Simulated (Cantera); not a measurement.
Input: 1 mol Ti(OiPr)4, 0.14 mol C3H8, equilibrated at 6200 Pa.

Cantera equilibrium calculation (NASA polynomials, part measured and part estimated; ideal gas, pure solids and liquids). Candidate condensed phases: C, C6H6, C7H8, C8H18, H2O, Ti, TiC, TiO, TiO2, Ti2O3, Ti3O5, Ti4O7; 113 gas species. The feed counts by its element totals alone. TiC: taken at fixed stoichiometry. Rates play no part.

Over these rows the condensed part is C(graphite) + TiC(s). Partial pressures as log10 of bar:

```
T (K)  1000/T (1/K)  log p C2H2 (acetylene)  log p H2  log p CO
-----  ------------  ----------------------  --------  --------
1400         0.7143                   -6.91     -1.31     -1.87
1500         0.6667                       ?     -1.31     -1.87
1600         0.6250                   -5.87     -1.31     -1.87
1700         0.5882                   -5.45     -1.31     -1.87
1800         0.5556                   -5.07     -1.31     -1.87
1900         0.5263                   -4.73     -1.31     -1.87
```

**Question.** Fit log p(C2H2 (acetylene)) = a + b·(1000/T) to the five rows, give the apparent enthalpy, and predict the row at 1500 K.

**Answer.** Means: 1000/T = 0.6019, log p = -5.606. Sxy = -0.245848, Sxx = 0.0212141, so b = -11.59 and a = -5.606 − (-11.59)×0.6019 = 1.37.
Apparent enthalpy: −19.145 × (-11.59) = 222 kJ/mol. With the condensed phases at unit activity, 2 C(graphite) + H2(g) = C2H2 (acetylene)(g) links this pressure to the main gases: over the six rows their terms move log p by +0.00 in all, so the slope is close to that reaction's ΔH°. The five rows lie within 0.01 of the line.
Prediction at 1500 K: 1.37 + (-11.59)×0.6667 = -6.36. The computed value is -6.36, 0.00 from the line.
